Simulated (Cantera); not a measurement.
Input (Python, Cantera):

```python
import numpy as np
import cantera as ct

gas = ct.Solution("gri30.yaml")
gas.TPX = 375, 1000000, {'CH4': 1, 'H2': 0.1, 'O2': 2.66, 'N2': 10}
inlet = ct.Reservoir(gas, clone=True)
gas.equilibrate("HP")  # start burning
reactor = ct.IdealGasConstPressureReactor(gas, energy="on", clone=False)
exhaust = ct.Reservoir(gas, clone=True)
tau = [0.04, 0.019, 0.0087, 0.004, 0.0019, 0.00087, 0.00041, 0.00019, 8.8e-05, 4.1e-05, 1.9e-05, 8.9e-06][0]
for a, b in ((inlet, reactor), (reactor, exhaust)):
    ct.MassFlowController(a, b, mdot=lambda t: reactor.mass / tau)
net = ct.ReactorNet([reactor])
show = ['CH4', 'H2', 'O2', 'HCN', 'N2O']

rows = []
print(f"{'tau/s':>10s}{'T/K':>9s}" + "".join(f"{s:>11s}" for s in show))
for tau in [0.04, 0.019, 0.0087, 0.004, 0.0019, 0.00087, 0.00041, 0.00019, 8.8e-05, 4.1e-05, 1.9e-05, 8.9e-06]:
    net.initial_time = 0.0
    net.advance(30 * tau)
    before = gas.X
    net.advance(40 * tau)
    drift = np.max(np.abs(gas.X - before) / (gas.X + 1e-9))
    rows.append([gas.T, *gas[show].X, drift])
    print(f"{tau:10.3e}{gas.T:9.1f}" + "".join(f"{x:11.3e}" for x in gas[show].X))
```

Output:

```
     tau/s      T/K        CH4         H2         O2        HCN        N2O
 4.000e-02   2021.1  3.602e-06  9.660e-05  4.425e-02  4.340e-08  6.742e-07
 1.900e-02   2020.2  7.097e-06  1.148e-04  4.433e-02  4.973e-08  7.386e-07
 8.700e-03   2018.1  1.384e-05  1.514e-04  4.443e-02  6.024e-08  8.627e-07
 4.000e-03   2014.4  2.560e-05  2.178e-04  4.460e-02  7.809e-08  1.065e-06
 1.900e-03   2008.3  4.454e-05  3.263e-04  4.487e-02  1.063e-07  1.329e-06
 8.700e-04   1998.0  7.834e-05  5.135e-04  4.537e-02  1.535e-07  1.617e-06
 4.100e-04   1982.0  1.359e-04  8.010e-04  4.623e-02  2.236e-07  1.794e-06
 1.900e-04   1955.6  2.476e-04  1.258e-03  4.779e-02  3.322e-07  1.781e-06
 8.800e-05   1910.2  5.021e-04  1.980e-03  5.085e-02  4.932e-07  1.557e-06
 4.100e-05    375.0  7.267e-02  7.267e-03  1.933e-01  2.363e-22  2.599e-22
 1.900e-05    375.0  7.267e-02  7.267e-03  1.933e-01  9.370e-25  1.031e-24
 8.900e-06    375.0  7.267e-02  7.267e-03  1.933e-01  5.919e-26  6.510e-26
```

Computed with Cantera and GRI-Mech 3.0 (53 species, 325 reactions).
